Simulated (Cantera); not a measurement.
# Hydrocarbon pyrolysis for carbon deposition

An isothermal, constant-pressure homogeneous reactor starts with 21.3 % C2H6, 78.7 % H2, at 1173 K and 101000 Pa.

Cantera simulation using GRI-Mech 3.0 (53 species, 325 reactions); the numbers are that mechanism's predictions, not measurements. GRI-Mech 3.0 stops at C3 and has no aromatics, soot or wall deposition, so with more carbon than oxygen in the feed, carbon stays in small species such as C2H2 where larger ones or solid carbon would form.

```csv
t (s),x C2H6,x H2,x C2H4,x C2H2,x CH4,x CH2,x C2H
4.00e-6,0.213,0.787,4.98e-8,<1e-12,3.86e-7,<1e-12,<1e-12
1.19e-5,0.213,0.787,9.23e-7,<1e-12,2.03e-6,<1e-12,<1e-12
3.56e-5,0.213,0.787,1.18e-5,5.66e-12,7.67e-6,<1e-12,<1e-12
0.000106,0.213,0.787,0.000118,4.57e-10,2.67e-5,<1e-12,<1e-12
0.000317,0.211,0.787,0.00102,3.22e-8,0.000134,3.10e-12,<1e-12
0.000948,0.205,0.788,0.00627,1.25e-6,0.000924,1.10e-11,<1e-12
0.00283,0.183,0.790,0.0228,1.79e-5,0.00372,1.10e-11,<1e-12
0.00844,0.135,0.795,0.0597,0.000153,0.0106,8.98e-12,<1e-12
0.0252,0.0658,0.800,0.111,0.000883,0.0228,5.71e-12,<1e-12
0.0752,0.0270,0.798,0.134,0.00301,0.0381,3.41e-12,1.00e-12
0.224,0.0203,0.785,0.125,0.00625,0.0627,3.41e-12,1.82e-12
0.670,0.0166,0.757,0.106,0.00772,0.112,3.78e-12,1.93e-12
2.00,0.0118,0.712,0.0802,0.00635,0.189,3.44e-12,1.22e-12
```
x: mole fraction; the columns are a selection and need not sum to one.

Equilibrium at this temperature and pressure: C2H6 0.000199, H2 0.577, C2H4 0.00161, C2H2 0.000149, CH4 0.421, CH2 <1e-12, C2H <1e-12 (gas phase only).
